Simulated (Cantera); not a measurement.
Charge: 1 mol Si, 0.1 mol Br2, 1.9 mol O2, equilibrated at 1.00 bar.

These are equilibrium values from Cantera (NASA tables, ideal gas, pure condensed phases), not measurements of a reactor. Candidate condensed phases: Br2, Si, SiO2; 14 gas species. The tables hold silica as quartz up to 1696 K and as liquid above; real silica turns to tridymite and cristobalite and melts near 1996 K. Kinetics and transport are ignored. All values below are at 1002 °C.

Base state: O2 0.890, Br2 0.0880, Br 0.0218 (mole fractions); condensed: SiO2(β-quartz).

Problem. What changes in the equilibrium state with this change: Br2 from 0.1 to 0.037 mol?

Solution. 
| species | before | after |
|---|---|---|
| O2 | 0.890 | 0.954 |
| Br2 | 0.0880 | 0.0326 |
| Br | 0.0218 | 0.0133 |
| SiO2(β-quartz), mol | 1.00 | 1.00 |
